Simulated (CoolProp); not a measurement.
Saturated liquid density (kg/m³) of n-butane: the reference equation beside estimates from Tc = 425.1 K, pc = 3796 kPa, ω = 0.201.

Values from CoolProp's reference Helmholtz-energy equation of state, Bücker 2006.

```csv
T (K),reference,van der Waals,Soave-Redlich-Kwong,Peng-Robinson
320.1,546.2,338.9,502.3,569.6
323,542.5,336.6,498.2,565.0
325.9,538.8,334.1,493.9,560.2
328.8,535.0,331.7,489.6,555.4
331.8,531.0,329.1,485.0,550.2
334.7,527.0,326.6,480.5,545.2
337.6,523.0,324.0,475.8,540.0
340.5,519.0,321.3,471.1,534.6
343.4,514.9,318.7,466.3,529.2
346.3,510.7,315.9,461.4,523.6
349.2,506.4,313.1,456.3,517.9
```

Absolute difference from the reference over all 11 rows, mean and median: van der Waals 38.0 and 38.0 %, Soave-Redlich-Kwong 8.9 and 8.8 %, Peng-Robinson 3.4 and 3.5 %.
